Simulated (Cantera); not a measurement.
Feed: 1 mol H2O, 8.7 mol O2, held at 2877 °C and 1000 Pa.

Method: chemical equilibrium by Gibbs-energy minimisation in Cantera with the NASA 1993 tables (ideal gas, pure condensed phases). Candidate condensed phases: H2O; 9 gas species. Equilibrium is a limit: real reactors are often held back by kinetics, nucleation or transport.

Base state: O 0.731, O2 0.156, H 0.0924, OH 0.0187, H2 0.00142, H2O 0.000776 (mole fractions); condensed: gas only.

**Question.** What changes in the equilibrium state with this change: pressure from 1000 Pa to 71000 Pa?

**Answer.** 
| species | before | after |
|---|---|---|
| O2 | 0.156 | 0.684 |
| O | 0.731 | 0.181 |
| OH | 0.0187 | 0.0685 |
| H | 0.0924 | 0.0192 |
| H2O | 0.000776 | 0.0420 |
| HO2 | 1.23e-6 | 7.95e-5 |
| H2 | 0.00142 | 0.00437 |

**Question.** What changes in the equilibrium state with this change: O2 from 8.7 to 0.49 mol?

**Answer.** 
| species | before | after |
|---|---|---|
| H | 0.0924 | 0.443 |
| O | 0.731 | 0.413 |
| OH | 0.0187 | 0.0507 |
| O2 | 0.156 | 0.0500 |
| H2 | 0.00142 | 0.0328 |
| H2O | 0.000776 | 0.0101 |
